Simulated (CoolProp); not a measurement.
A single-stage vapour-compression cycle with the fluid: evaporating at 312.15 K (dew point), condensing at 346.15 K (bubble point), superheat 8 K, subcooling 8 K, compressor efficiency 0.85, no pressure losses. The same conditions are run with several fluids, on thermodynamics alone (safety and materials aside).

Model: reference Helmholtz-energy equation of state of each fluid (carbonyl sulfide: Lemmon 2006; ethanol: Schroeder 2014; propane: Lemmon 2009; R22: Kamei 1995; dimethyl ether: Wu 2011; R407C: Lemmon 2003), in CoolProp. Blends and air are pseudo-pure fits.

| fluid | cooling COP | pressure ratio | discharge temperature (K) | refrigerating effect (kJ/kg) | volumetric capacity (kJ/m³) |
|---|---|---|---|---|---|
| carbonyl sulfide | … | 2.01 | 379.0 | 197 | 9760 |
| ethanol | 7.32 | 4.80 | 393.5 | 847 | 251 |
| propane | 6.23 | 2.05 | 358.9 | 248 | 6890 |
| R22 | 6.25 | 2.13 | 369.8 | 139 | 8470 |
| dimethyl ether | … | 2.22 | 362.9 | 325 | 5650 |
| R407C | 5.24 | 2.42 | 369.7 | … | 8110 |

Q: Fill in the missing entries.

A: 
- carbonyl sulfide, cooling COP: 6.34
- dimethyl ether, cooling COP: 6.85
- R407C, refrigerating effect (kJ/kg): 131
